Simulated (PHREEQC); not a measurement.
A solution holds 0.475 mol/kgw MgSO4, 0.14 mol/kgw H3BO3 and 0.082 mol/kgw KBr, at 20 °C. Closed to the air; pH follows from the charge balance.

Computed with PHREEQC (Pitzer model, pitzer.dat).

Q: The ionic strength comes out as 1.98 mol/kgw. What activity coefficients do H+, SO4-2, MgB(OH)4+, K+, Mg+2 get?

A: H+ 0.61, SO4-2 0.043, MgB(OH)4+ 0.50, K+ 0.57, Mg+2 0.15. Single-ion values are on the MacInnes scale.

No solid was allowed to form. In brines, pH and single-ion activities rest on the MacInnes convention.
